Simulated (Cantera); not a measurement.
What does this Cantera script print?

```python
import numpy as np
import cantera as ct

gas = ct.Solution("gri30.yaml")
gas.TPX = 975, 630, {'H2': 0.41, 'O2': 1}
reactor = ct.IdealGasConstPressureReactor(gas, energy="off", clone=False)
net = ct.ReactorNet([reactor])
net.rtol, net.atol = 1e-08, 1e-18
show = ['H2', 'O2', 'HO2', 'H2O', 'O', 'OH']
times = np.geomspace(6e-06, 7, 10)

steps = ct.SolutionArray(gas, extra=["t"])
rows = []
print(f"{'t/s':>10s}{'T/K':>9s}{'P/Pa':>11s}" + "".join(f"{s:>11s}" for s in show))
for t in times:
    while net.time < t:
        t_next = net.step()
        steps.append(gas.state, t=t_next)
    rows.append([np.interp(t, steps.t, y) for y in (steps.T, steps.P, *steps(*show).X.T)])
    print(f"{t:10.3e}{rows[-1][0]:9.1f}{rows[-1][1]:11.4g}" + "".join(f"{x:11.3e}" for x in rows[-1][2:]))
rate = np.gradient(steps.T, steps.t)
print("integrator steps:", len(steps.t))
if steps.T.max() > steps.T[0] + 200:
    print(f"time of steepest temperature rise: {steps.t[rate.argmax()]:.4e} s")
gas.TPX = 975, 630, {'H2': 0.41, 'O2': 1}
gas.equilibrate("TP")
print(f"equilibrium (TP): T = {gas.T:.1f} K  " + "  ".join(f"{s} {gas[s].X[0]:.3e}" for s in show))
```

Output:

```
       t/s      T/K       P/Pa         H2         O2        HO2        H2O          O         OH
 6.000e-06    975.0        630  2.908e-01  7.092e-01  2.813e-12  9.961e-16  1.835e-14  1.766e-14
 2.833e-05    975.0        630  2.908e-01  7.092e-01  1.328e-11  9.015e-14  3.911e-13  3.316e-13
 1.338e-04    975.0        630  2.908e-01  7.092e-01  6.279e-11  6.036e-12  7.482e-12  4.278e-12
 6.316e-04    975.0        630  2.908e-01  7.092e-01  2.986e-10  3.304e-10  1.413e-10  5.378e-11
 2.982e-03    975.0        630  2.908e-01  7.092e-01  2.977e-09  2.368e-07  5.966e-08  2.132e-08
 1.408e-02    975.0        630  1.633e-02  5.992e-01  8.357e-06  2.289e-01  4.170e-02  5.090e-03
 6.649e-02    975.0        630  1.627e-03  6.559e-01  8.961e-06  3.351e-01  3.581e-03  1.451e-03
 3.140e-01    975.0        630  3.435e-05  6.596e-01  1.324e-06  3.401e-01  7.076e-05  1.872e-04
 1.482e+00    975.0        630  1.674e-06  6.597e-01  1.178e-07  3.402e-01  4.459e-06  4.747e-05
 7.000e+00    975.0        630  1.795e-07  6.597e-01  1.649e-08  3.402e-01  5.683e-07  1.691e-05
integrator steps: 1641
equilibrium (TP): T = 975.0 K  H2 2.162e-10  O2 6.598e-01  HO2 7.577e-10  H2O 3.402e-01  O 7.431e-10  OH 6.091e-07
```

Cantera simulation using GRI-Mech 3.0 (53 species, 325 reactions); the numbers are that mechanism's predictions, not measurements. Radical loss at walls, strong at low pressure, is not modelled. The temperature is held fixed by assumption; the heat of reaction is taken as removed at once.
